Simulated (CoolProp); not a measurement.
Vapour-liquid equilibrium of R22 (1) + R142b (2) at 4.93 kPa; x and y are mole fractions of (1).

Model: multi-fluid Helmholtz-energy mixture model, Kamei 1995 and Lemmon 2006; pair parameters Bell 2016, in CoolProp.

```json
[
 {"x": "0.05", "bubble temperature, mixture model (K)": "204.9", "bubble temperature, Raoult's law (K)": "204.9", "y, mixture model": "0.227", "y, Raoult's law": "0.231"},
 {"x": "0.15", "bubble temperature, mixture model (K)": "200.6", "bubble temperature, Raoult's law (K)": "200.2", "y, mixture model": "0.500", "y, Raoult's law": "0.515"},
 {"x": "0.25", "bubble temperature, mixture model (K)": "197.3", "bubble temperature, Raoult's law (K)": "196.7", "y, mixture model": "0.658", "y, Raoult's law": "0.676"},
 {"x": "0.35", "bubble temperature, mixture model (K)": "…", "bubble temperature, Raoult's law (K)": "193.9", "y, mixture model": "0.761", "y, Raoult's law": "0.777"},
 {"x": "0.45", "bubble temperature, mixture model (K)": "192.3", "bubble temperature, Raoult's law (K)": "191.6", "y, mixture model": "0.834", "y, Raoult's law": "0.845"},
 {"x": "0.55", "bubble temperature, mixture model (K)": "…", "bubble temperature, Raoult's law (K)": "189.6", "y, mixture model": "0.887", "y, Raoult's law": "0.893"},
 {"x": "0.65", "bubble temperature, mixture model (K)": "…", "bubble temperature, Raoult's law (K)": "188.0", "y, mixture model": "…", "y, Raoult's law": "0.929"},
 {"x": "0.75", "bubble temperature, mixture model (K)": "186.8", "bubble temperature, Raoult's law (K)": "186.5", "y, mixture model": "0.957", "y, Raoult's law": "0.955"},
 {"x": "0.85", "bubble temperature, mixture model (K)": "185.3", "bubble temperature, Raoult's law (K)": "185.2", "y, mixture model": "…", "y, Raoult's law": "0.976"},
 {"x": "0.95", "bubble temperature, mixture model (K)": "184.0", "bubble temperature, Raoult's law (K)": "184.0", "y, mixture model": "…", "y, Raoult's law": "0.993"}
]
```

**Question.** Complete the blanks.

**Answer.** 
- 0.35, bubble temperature, mixture model (K): 194.6
- 0.55, bubble temperature, mixture model (K): 190.3
- 0.65, bubble temperature, mixture model (K): 188.4
- 0.65, y, mixture model: 0.927
- 0.85, y, mixture model: 0.979
- 0.95, y, mixture model: 0.994

The largest gap from Raoult's law is +0.7 K in bubble temperature, at x = 0.45. No azeotrope shows between x = 0.05 and 0.95.

The pair parameters rest on a limited set of measurements; away from them the model extrapolates.
